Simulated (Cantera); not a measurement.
**Premixed flame**

A freely propagating, adiabatic, planar premixed flame of CH₃OH : O₂ : N₂ : H₂O = 1 : 1.58 : 5.94 : 2.4 (molar parts), equivalence ratio 0.95, unburnt at 398 K and 4.84 atm; mixture-averaged transport, grid criteria slope 0.08 and curve 0.16, no radiation.

Model: GRI-Mech 3.0 (53 species, 325 reactions), integrated in Cantera. GRI-Mech 3.0 was tuned for natural gas; its chemistry of methanol as a main component is partial and can be far from experiment. Burning velocities carry a grid error of a few per cent, more on coarse grids.

```csv
z (mm),T (K),u (m/s),x CH₃OH,x O₂,x H₂O,x CO,x HO₂,x C₂H
-0.729,398,0.147,0.0915,0.144,0.220,1.06e-5,2.77e-8,<1e-8
-0.486,402,0.148,0.0912,0.144,0.220,9.40e-5,2.49e-7,<1e-8
-0.365,419,0.155,0.0905,0.142,0.223,0.000450,1.29e-6,<1e-8
-0.243,513,0.191,0.0858,0.134,0.235,0.00258,9.96e-6,<1e-8
-0.122,875,0.333,0.0610,0.103,0.279,0.0119,9.42e-5,<1e-8
-0.0608,1195,0.462,0.0322,0.0733,0.316,0.0215,0.000387,<1e-8
0,1551,0.608,0.00187,0.0381,0.356,0.0295,0.000419,<1e-8
0.0608,1727,0.671,3.75e-7,0.0206,0.370,0.0150,3.96e-5,<1e-8
0.122,1802,0.697,<1e-8,0.0146,0.375,0.00753,1.80e-5,<1e-8
0.243,1858,0.716,<1e-8,0.0106,0.379,0.00320,6.70e-6,<1e-8
0.486,1889,0.727,<1e-8,0.00860,0.382,0.00138,2.27e-6,<1e-8
0.973,1903,0.732,<1e-8,0.00773,0.384,0.000592,8.60e-7,<1e-8
1.95,1908,0.734,<1e-8,0.00746,0.384,0.000323,5.14e-7,<1e-8
```
x: mole fraction of selected species; z is measured from the peak of heat release.

```json
{
  "laminar_burning_velocity": "14.6 cm/s",
  "thermal_thickness": "0.243 mm",
  "peak x(CO)": "0.0299",
  "peak x(HO₂)": "0.000742",
  "peak x(C₂H)": "<1e-8",
  "grid_points": "126"
}
```
